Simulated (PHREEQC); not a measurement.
0.01 mol of Fluorite (CaF2) is brought to equilibrium with 1 kg of water holding 100 mmol/kgw NaCl, at 20 °C, the pH being set by adding NaOH or HCl. Oxygen is held at 0.21 atm. No CO2 enters from the air. The run lets Fluorite, Portlandite precipitate or redissolve, and no other solid.

Computed with PHREEQC (ion-association model, wateq4f.dat).

Question: Predict HF (mol/kgw) at pH = 4.75, 10.

Answer: 
```
pH    HF (mol/kgw)
----  ------------
4.75       1.03e-5
10        5.83e-11
```
